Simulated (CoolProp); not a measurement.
Normal hydrogen at 298.15 K and 1.63 MPa is throttled through a valve to 0.049 MPa with no heat exchange. Each further row changes one setting.

The numbers come from the reference Helmholtz-energy equation of state, Leachman 2009 in CoolProp.

| case | final density (kg/m³) |
|---|---|
| as stated | ? |
| outlet pressure 0.0147 MPa | ? |
| outlet pressure 0.0637 MPa | ? |

Question: Some entries are withheld; supply them.

Answer: 
- as stated, final density (kg/m³): 0.0398
- outlet pressure 0.0147 MPa, final density (kg/m³): 0.0119
- outlet pressure 0.0637 MPa, final density (kg/m³): 0.0517
